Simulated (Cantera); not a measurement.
A closed system holds: 1 mol SiCl4, 2000 mol H2, at 510 Pa.

Method: chemical equilibrium by Gibbs-energy minimisation in Cantera with the NASA 1993 tables (ideal gas, pure condensed phases). Candidate condensed phases: Si; 19 gas species. Gases not in the tables: Si2H6 and higher silanes. The numbers say what is thermodynamically allowed, not how fast it happens.

x: gas mole fraction; n: condensed amount in mol.

```
T (K)   x H2       x H    x HCl        x Si  n Si(s)  n Si(l)
-----  -----  --------  -------  ----------  -------  -------
1148   0.998   1.00e-6  0.00198  (withheld)    0.982        0
1248   0.998   6.53e-6  0.00198  (withheld)    0.980        0
1348   0.998   3.24e-5  0.00198  (withheld)    0.977        0
1448   0.998  0.000129  0.00197  (withheld)    0.973        0
1548   0.998  0.000431  0.00197  (withheld)    0.953        0
1648   0.997   0.00124  0.00197  (withheld)    0.837        0
1748   0.994   0.00319  0.00196  (withheld)        0    0.289
1848   0.990   0.00739  0.00197    0.000441        0        0
1948   0.982    0.0157  0.00195    0.000458        0        0
2048   0.967    0.0308  0.00192    0.000465        0        0
```

### Question
What belongs in the gaps?

### Answer

- 1148, x Si: 3.58e-11
- 1248, x Si: 1.52e-9
- 1348, x Si: 3.69e-8
- 1448, x Si: 5.73e-7
- 1548, x Si: 6.23e-6
- 1648, x Si: 5.05e-5
- 1748, x Si: 0.000285
